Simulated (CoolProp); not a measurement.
Saturation properties of octamethylcyclotetrasiloxane (D4) (Tc = 586.5 K, pc = 1347 kPa, ω = 0.598).

Model: reference Helmholtz-energy equation of state, Thol 2015, in CoolProp.

```tsv
T (K)	p (kPa)	vapour density (kg/m³)	enthalpy of vaporisation (kJ/kg)	liquid cp (kJ/(kg K))
385.9	14.44	1.360	154.2	1.844
392.2	18.22	1.694	151.9	1.859
398.5	22.76	2.091	149.7	1.873
404.8	28.18	2.560	147.4	1.888
411	34.48	3.100	145.2	1.903
417.3	41.98	3.740	142.9	1.918
423.6	50.73	4.480	140.6	1.933
429.9	60.87	5.334	138.2	1.949
436.2	72.54	6.313	135.8	1.964
```

It boils at 448.9 K under 1 atm.
